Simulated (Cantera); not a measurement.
An isothermal, constant-pressure homogeneous reactor starts with H₂ : O₂ = 0.046 : 1 (molar parts), equivalence ratio 0.023, at 1300 K and 0.00120 bar.

Cantera simulation using GRI-Mech 3.0 (53 species, 325 reactions); the numbers are that mechanism's predictions, not measurements. Radical loss at walls, strong at low pressure, is not modelled. The temperature is held fixed by assumption; the heat of reaction is taken as removed at once.

x: mole fraction; the columns are a selection and need not sum to one.

```
t (s)         x H₂   x O₂     x H₂O      x OH       x O
--------  --------  -----  --------  --------  --------
0.000100    0.0440  0.956  1.33e-11  2.74e-10  2.79e-10
0.000268    0.0440  0.956  2.21e-10   1.63e-9   1.71e-9
0.000720    0.0440  0.956   3.18e-9   8.23e-9   9.29e-9
0.00193     0.0440  0.956       [?]       [?]       [?]
0.00518     0.0440  0.956   1.15e-6   6.75e-7   9.01e-7
0.0139      0.0427  0.955  0.000930  0.000494  0.000673
0.0373    0.000732  0.919    0.0383   0.00426    0.0325
0.100     0.000670  0.919    0.0385   0.00413    0.0325
0.268     0.000657  0.919    0.0387   0.00409    0.0318
0.720     0.000625  0.921    0.0390   0.00399    0.0300
1.93      0.000546  0.926    0.0398   0.00374    0.0259
5.18      0.000389  0.935    0.0413   0.00317    0.0179
13.9      0.000181  0.946    0.0431   0.00218   0.00809
37.3       4.91e-5  0.952    0.0442   0.00114   0.00215
100        9.49e-6  0.954    0.0447  0.000501  0.000413
```

Q: What belongs in the gaps?

A: 
- 0.00193, x H₂O: 4.31e-8
- 0.00193, x OH: 4.38e-8
- 0.00193, x O: 5.51e-8
